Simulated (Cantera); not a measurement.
Input: 1 mol Al(CH3)3, 300 mol NH3, 14 mol N2, at 13.3 mbar.

Cantera equilibrium calculation (NASA polynomials, part measured and part estimated; ideal gas, pure solids and liquids). Candidate condensed phases: Al, AlN, C, C6H6, C7H8, C8H18; 97 gas species. The feed counts by its element totals alone. Equilibrium is a limit: real reactors are often held back by kinetics, nucleation or transport.

x: gas mole fraction; n: condensed amount in mol.

| T (°C) | x H2 | x N2 | x H | x HCN | x Al | x HNC | x C2H2 (acetylene) | n AlN(s) | n C(graphite) |
|---|---|---|---|---|---|---|---|---|---|
| 1075 | 0.735 | 0.265 | 1.72e-5 | ___ | 2.44e-10 | 1.38e-6 | 8.84e-7 | 1.00 | 2.88 |
| 1175 | 0.735 | 0.264 | 6.84e-5 | ___ | 1.25e-8 | 4.52e-6 | 3.49e-6 | 1.000 | 2.78 |
| 1275 | 0.735 | 0.264 | 0.000229 | ___ | 3.81e-7 | 1.27e-5 | 1.15e-5 | 1.000 | 2.57 |
| 1375 | 0.734 | 0.264 | 0.000661 | ___ | 7.63e-6 | 3.14e-5 | 3.28e-5 | 0.995 | 2.19 |
| 1475 | 0.733 | 0.263 | 0.00169 | ___ | 0.000108 | 6.99e-5 | 8.27e-5 | 0.930 | 1.57 |
| 1575 | 0.729 | 0.262 | 0.00392 | ___ | 0.00114 | 0.000142 | 0.000188 | 0.263 | 0.584 |
| 1675 | 0.724 | 0.261 | 0.00833 | 0.00412 | 0.00156 | 0.000212 | 0.000245 | 0 | 0 |
| 1775 | 0.717 | 0.260 | 0.0164 | 0.00411 | 0.00156 | 0.000254 | 0.000216 | 0 | 0 |
| 1875 | 0.705 | 0.259 | 0.0303 | 0.00408 | 0.00156 | 0.000298 | 0.000192 | 0 | 0 |
| 1975 | 0.686 | 0.256 | 0.0527 | 0.00402 | 0.00155 | 0.000341 | 0.000170 | 0 | 0 |

**Question.** Fill in the missing entries.

**Answer.** 
- 1075, x HCN: 0.000141
- 1175, x HCN: 0.000319
- 1275, x HCN: 0.000647
- 1375, x HCN: 0.00120
- 1475, x HCN: 0.00208
- 1575, x HCN: 0.00337
